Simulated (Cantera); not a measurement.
Feed: 1 mol Ti(OiPr)4, 0.53 mol CH4, held at 1173.15 K and 1.50 mbar.

Method: chemical equilibrium by Gibbs-energy minimisation in Cantera with the NASA 1993 tables (ideal gas, pure condensed phases). The feed counts by its element totals alone. TiC: taken at fixed stoichiometry. Equilibrium is a limit: real reactors are often held back by kinetics, nucleation or transport.

```json
[
 {"species": "H2", "before": "0.790", "after": "0.878"},
 {"species": "CO", "before": "0.210", "after": "0.117"},
 {"species": "CH4", "before": "1.82e-5", "after": "0.00449"},
 {"species": "H2O", "before": "8.81e-6", "after": "0.00109"},
 {"species": "CO2", "before": "1.84e-6", "after": "0.000113"},
 {"species": "C(graphite), mol", "before": "7.53", "after": "10.5"},
 {"species": "TiC(s), mol", "before": "1.00", "after": "0"},
 {"species": "TiO2(rutile), mol", "before": "0", "after": "1.00"}
]
```
Gas species are given as mole fractions.

Task: Which change was made?
A) pressure from 1.50 mbar to 0.170 bar
B) pressure from 1.50 mbar to 0.300 bar
C) temperature from 1173.15 K to 2148.15 K
D) temperature from 1173.15 K to 1600 K

Result: B, pressure from 1.50 mbar to 0.300 bar
